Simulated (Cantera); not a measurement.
Cantera run:

```python
import numpy as np
import cantera as ct

gas_names = [...]  # 123 gases of nasa_gas.yaml made of C, H, O, Si
cond_names = """
    C(gr) C6H6(L) C7H8(L) C8H18(L),n-octa H2O(s) H2O(L) Si(cr) Si(L) SiC(b) SiO2(Lqz) SiO2(hqz) SiO2(L)
""".split()


# ... load() reads the species with a 1 bar reference pressure and builds the phases ...
atoms = {
    'SiC': {'Si': 1, 'C': 1},
    'O2': {'O': 2},
    'H2': {'H': 2},
}
top_T = {'C(gr)': 4500, 'SiC(b)': 3050}  # K; cautious upper limits of use, not melting points


# ... equilibrate(T, P, feed) seeds the gas with the atoms and calls Mixture.equilibrate('TP', solver="vcs", rtol=1e-11, max_steps=5000) ...
results = []
feed = {'SiC': 1, 'O2': 0.0017, 'H2': 2.9}  # mol
P = 23  # Pa
for T in [900, 950, 1000, 1050, 1100, 1150, 1200, 1250, 1300, 1350, 1400, 1450, 1500]:
    mix = equilibrate(T, P, feed)
    results.append((T, P, feed, dict(zip(mix.species_names, mix.species_moles))))

top = {s: max(r[3][s] / sum(r[3][g] for g in gas_names) for r in results) for s in gas_names}
cols = sorted((s for s in top if top[s] > 0.0001), key=lambda s: -top[s])[:5]
seen = [c for c in cond_names if any(r[3].get(c, 0) > 1e-12 for r in results)]
print("log10 of partial pressures in bar; condensed amounts in mol")
print(f"{'T/K':>10s}" + "".join(f"{s[:9]:>10s}" for s in cols + seen))
for T, P, feed, n in results:
    ng = sum(n[g] for g in gas_names)
    print(f"{T:10.4g}" + "".join(f"{np.log10(max(n[s] / ng * P / 1e5, 1e-99)):10.3f}" for s in cols)
          + "".join(f"{n.get(c, 0):10.4g}" for c in seen))
```

It prints:

```
log10 of partial pressures in bar; condensed amounts in mol
       T/K        H2         H        CO       SiO     C(gr)    SiC(b) SiO2(hqz)
       900    -3.638   -11.751    -8.672   -13.219  0.001452    0.9983  0.001687
       950    -3.638   -11.074    -7.740   -12.044  0.001244    0.9984  0.001585
      1000    -3.638   -10.463    -7.059   -10.936         0    0.9988   0.00115
      1050    -3.638    -9.910    -7.049    -9.734         0    0.9989  0.001135
      1100    -3.638    -9.407    -7.043    -8.641         0    0.9989  0.001115
      1150    -3.638    -8.946    -7.012    -7.654         0    0.9988 0.0009468
      1200    -3.639    -8.524    -6.871    -6.871         0    0.9983         0
      1250    -3.639    -8.135    -6.871    -6.871         0    0.9983         0
      1300    -3.639    -7.776    -6.871    -6.871         0    0.9983         0
      1350    -3.639    -7.442    -6.871    -6.871         0    0.9983         0
      1400    -3.639    -7.132    -6.871    -6.871         0    0.9983         0
      1450    -3.639    -6.844    -6.870    -6.872         0    0.9983         0
      1500    -3.639    -6.574    -6.868    -6.874         0    0.9983         0
```

Equilibrium computed with Cantera from the NASA thermochemical tables; the gas is ideal and each condensed phase is pure. Mutual solubility and eutectic melting of coexisting phases are not modelled. The tables hold silica as quartz up to 1696 K and as liquid above; real silica turns to tridymite and cristobalite and melts near 1996 K.
